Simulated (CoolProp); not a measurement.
The fluid at 293.15 K and 1.09 MPa flows at 0.54 m/s in a round tube of 4.6 mm bore and 1.5 µm roughness, fully developed (64/Re and Nu = 3.66 if laminar; Colebrook and Gnielinski if turbulent). The same conditions are run with several fluids, on thermodynamics alone (safety and materials aside).

The numbers come from the reference Helmholtz-energy equation of state of each fluid (R410A: Lemmon 2003; nitrogen: Span 2000; CF4 (R14): Platzer 1990) in CoolProp. The equations of Platzer and Polt are older, rougher fits. Blends and air are pseudo-pure fits.

```json
[
 {"fluid": "R410A", "Reynolds number": "7440", "Darcy friction factor": "0.0339", "pressure drop (Pa/m)": "42.1", "heat-transfer coefficient (W/(m² K))": "85.3", "mass flow (kg/h)": "1.27"},
 {"fluid": "nitrogen", "Reynolds number": "1760", "Darcy friction factor": "0.0363", "pressure drop (Pa/m)": "14.5", "heat-transfer coefficient (W/(m² K))": "20.6", "mass flow (kg/h)": "0.406"},
 {"fluid": "CF4 (R14)", "Reynolds number": "5820", "Darcy friction factor": "0.0362", "pressure drop (Pa/m)": "47.2", "heat-transfer coefficient (W/(m² K))": "68.2", "mass flow (kg/h)": "1.33"}
]
```

Transport values come from each fluid's own correlations; those of CF4 (R14) are estimates that may be off by 10 % or more.
